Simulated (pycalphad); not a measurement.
## Freezing of Ti-B alloys with rising B

CALPHAD calculation (pycalphad, COST 507 light-alloy database (1999)), 1 atm. The data set is of 1999 and partly superseded. Phase fractions are per mole of atoms.

Scheil-Gulliver runs (no diffusion in the solid, steps of 4 K) beside full equilibrium.

```tsv
alloy	liquidus (K)	Scheil, half solid (K)	Scheil, 80 % solid (K)	Scheil, invariant end (K)	liquid left at that end	equilibrium solidus (K)
Ti-1.009B (wt.%)	1855	at the invariant end	at the invariant end	1814	0.62	1814
Ti-3.256B (wt.%)	1919	at the invariant end	at the invariant end	1814	0.86	1814
Ti-4.511B (wt.%)	1974	at the invariant end	at the invariant end	1814	0.76	1814
Ti-7.334B (wt.%)	2135	at the invariant end	at the invariant end	1814	0.56	1814
Ti-10.67B (wt.%)	2377	2001	at the invariant end	1814	0.36	1814
```
